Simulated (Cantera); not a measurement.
Input (Python, Cantera):

```python
import numpy as np
import cantera as ct

gas = ct.Solution("gri30.yaml")
gas.TPX = 2800, 9300, {'CH4': 0.0069, 'H2': 1, 'O2': 0.011}
reactor = ct.IdealGasConstPressureReactor(gas, energy="off", clone=False)
net = ct.ReactorNet([reactor])
net.rtol, net.atol = 1e-08, 1e-18
show = ['CH4', 'H2', 'O2', 'C2H', 'CO2', 'H2O2', 'HCO']
times = np.geomspace(2e-05, 90, 12)

steps = ct.SolutionArray(gas, extra=["t"])
rows = []
print(f"{'t/s':>10s}{'T/K':>9s}{'P/Pa':>11s}" + "".join(f"{s:>11s}" for s in show))
for t in times:
    while net.time < t:
        t_next = net.step()
        steps.append(gas.state, t=t_next)
    rows.append([np.interp(t, steps.t, y) for y in (steps.T, steps.P, *steps(*show).X.T)])
    print(f"{t:10.3e}{rows[-1][0]:9.1f}{rows[-1][1]:11.4g}" + "".join(f"{x:11.3e}" for x in rows[-1][2:]))
rate = np.gradient(steps.T, steps.t)
print("integrator steps:", len(steps.t))
if steps.T.max() > steps.T[0] + 200:
    print(f"time of steepest temperature rise: {steps.t[rate.argmax()]:.4e} s")
gas.TPX = 2800, 9300, {'CH4': 0.0069, 'H2': 1, 'O2': 0.011}
gas.equilibrate("TP")
print(f"equilibrium (TP): T = {gas.T:.1f} K  " + "  ".join(f"{s} {gas[s].X[0]:.3e}" for s in show))
```

Result:

```
       t/s      T/K       P/Pa        CH4         H2         O2        C2H        CO2       H2O2        HCO
 2.000e-05   2800.0       9300  5.690e-03  9.706e-01  8.509e-03  2.486e-09  1.605e-06  6.662e-07  5.036e-07
 8.051e-05   2800.0       9300  3.368e-03  9.365e-01  1.570e-04  1.562e-06  8.946e-06  8.257e-09  6.813e-07
 3.241e-04   2800.0       9300  9.377e-04  9.198e-01  1.038e-07  1.310e-05  3.035e-06  1.692e-11  4.799e-07
 1.305e-03   2800.0       9300  1.486e-04  8.986e-01  1.632e-07  1.215e-05  1.003e-05  1.917e-11  1.761e-07
 5.253e-03   2800.0       9300  1.777e-07  8.514e-01  3.301e-07  2.061e-08  1.406e-05  2.455e-11  1.983e-08
 2.115e-02   2800.0       9300  3.367e-12  7.677e-01  1.037e-06  2.512e-16  1.362e-05  4.593e-11  1.333e-08
 8.512e-02   2800.0       9300  2.124e-12  7.473e-01  1.288e-06  1.800e-16  1.350e-05  5.126e-11  1.234e-08
 3.427e-01   2800.0       9300  2.123e-12  7.473e-01  1.288e-06  1.799e-16  1.350e-05  5.126e-11  1.234e-08
 1.380e+00   2800.0       9300  2.123e-12  7.473e-01  1.288e-06  1.799e-16  1.350e-05  5.126e-11  1.234e-08
 5.554e+00   2800.0       9300  2.123e-12  7.473e-01  1.288e-06  1.799e-16  1.350e-05  5.126e-11  1.234e-08
 2.236e+01   2800.0       9300  2.123e-12  7.473e-01  1.288e-06  1.799e-16  1.350e-05  5.126e-11  1.234e-08
 9.000e+01   2800.0       9300  2.123e-12  7.473e-01  1.288e-06  1.799e-16  1.350e-05  5.126e-11  1.234e-08
integrator steps: 1874
equilibrium (TP): T = 2800.0 K  CH4 2.214e-12  H2 7.473e-01  O2 1.288e-06  C2H 1.869e-16  CO2 1.350e-05  H2O2 5.126e-11  HCO 1.234e-08
```

Detailed kinetics in Cantera: GRI-Mech 3.0 (53 species, 325 reactions).
